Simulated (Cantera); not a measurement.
Charge: 1 mol B₂H₆, a varied amount of NH₃, 1.9 mol H₂, equilibrated at 0.00100 bar.

Cantera equilibrium calculation (NASA polynomials, part measured and part estimated; ideal gas, pure solids and liquids). Candidate condensed phases: B, BN; 15 gas species. The feed counts by its element totals alone. Mutual solubility and eutectic melting of coexisting phases are not modelled. Equilibrium is a limit: real reactors are often held back by kinetics, nucleation or transport.

Question: What condenses at these points (T in K, n(NH₃) in mol): (1673, 13); (1748, 0.41); (1748, 0.1); (1748, 0.1); (1898, 1.6); (1898, 0.1)?

Answer: 
| T (K) | n(NH₃) in mol | condensed phases | B condensed (%) |
|---|---|---|---|
| 1673 | 13 | BN | 100.0 |
| 1748 | 0.41 | B + BN | 100.0 |
| 1748 | 0.1 | B + BN | 100.0 |
| 1748 | 0.1 | B + BN | 100.0 |
| 1898 | 1.6 | B + BN | 99.9 |
| 1898 | 0.1 | B | 99.9 |
